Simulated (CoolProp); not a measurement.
Properties of neopentane at several states.

Values from CoolProp's reference Helmholtz-energy equation of state, Lemmon 2006. It is a short technical equation, of lower accuracy than the large ones.

```tsv
T (°C)	p (MPa)	phase	speed of sound (m/s)	isothermal compressibility (1/MPa)	fugacity coefficient
-6.55	0.0162	gas	181.1	62.25	0.9917
249.45	0.106	gas	249.5	9.492	0.9940
190.85	5.43	supercritical	169.8	0.2149	0.5636
```
